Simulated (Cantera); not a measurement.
A closed system holds: 1 mol SiCl₄, 1.9 mol O₂, 14 mol N₂, equilibrated at 973 K and 0.600 bar.

Method: chemical equilibrium by Gibbs-energy minimisation in Cantera with the NASA 1993 tables (ideal gas, pure condensed phases). Candidate condensed phases: Si, SiO₂, Si₂N₂O, Si₃N₄; 23 gas species. Rates play no part.

Q: What is the equilibrium state?

A: 
- x(N₂): 0.828
- x(Cl₂): 0.118
- x(O₂): 0.0532
- x(Cl): 0.000114
- x(NO): 1.19e-5
- x(ClO): 1.37e-6
- n(SiO₂(β-quartz)): 1.00 mol
- gas amount: 16.90 mol
- log10 activity of Si(s) (absent): -37.96
